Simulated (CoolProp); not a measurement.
Vapour-liquid equilibrium of propylene (1) + R22 (2) at 591 kPa; x and y are mole fractions of (1).

Values from CoolProp's multi-fluid Helmholtz-energy mixture model, Lemmon 2013 and Kamei 1995; pair parameters Bell 2016.

Task: Give the bubble temperature and the first vapour's composition at x = 0.05, 0.125, 0.575. Is there an azeotrope?

Result: x = 0.05: 277.7 K, y = 0.071; x = 0.125: 276.5 K, y = 0.167; x = 0.575: 273.1 K, y = 0.598. y crosses x between x = 0.725 and 0.8: the model has an azeotrope there.

The pair parameters rest on a limited set of measurements; away from them the model extrapolates.
